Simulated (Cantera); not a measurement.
## Pb + CO + H2 (iron carbonyl, mercury and lead vapours)

A closed system holds: 1 mol Pb, 0.21 mol CO, 72 mol H2, held at 1223 K.

These are equilibrium values from Cantera (NASA tables, ideal gas, pure condensed phases), not measurements of a reactor. Candidate condensed phases: C, C6H6, C7H8, C8H18, H2O, Pb, PbO, PbO2, Pb3O4; 113 gas species. Equilibrium is a limit: real reactors are often held back by kinetics, nucleation or transport.

| P (Pa) | x H2 | x Pb | x CO | x CH4 | x H2O | n Pb(l) |
|---|---|---|---|---|---|---|
| 10 | 0.983 | 0.0137 | 0.00287 | 8.49e-8 | 8.61e-8 | 0 |
| 52 | 0.983 | 0.0137 | 0.00287 | 4.44e-7 | 4.45e-7 | 0 |
| 270 | 0.983 | 0.0137 | 0.00287 | 2.31e-6 | 2.31e-6 | 0 |
| 1400 | 0.983 | 0.0137 | 0.00286 | 1.20e-5 | 1.19e-5 | 0 |
| 7200 | 0.984 | 0.0126 | 0.00281 | 6.11e-5 | 6.09e-5 | 0.0782 |
| 37000 | 0.994 | 0.00245 | 0.00260 | 0.000306 | 0.000306 | 0.823 |
| 190000 | 0.995 | 0.000478 | 0.00166 | 0.00126 | 0.00126 | 0.966 |
| 1000000 | 0.994 | 9.08e-5 | 0.000268 | 0.00266 | 0.00265 | 0.993 |
x: gas mole fraction; n: condensed amount in mol.

From 10.0 Pa to 14.0 mbar nothing is condensed. From 72.0 mbar to 10.0 bar the condensed part is Pb(l). The main Pb-bearing gas is Pb throughout.
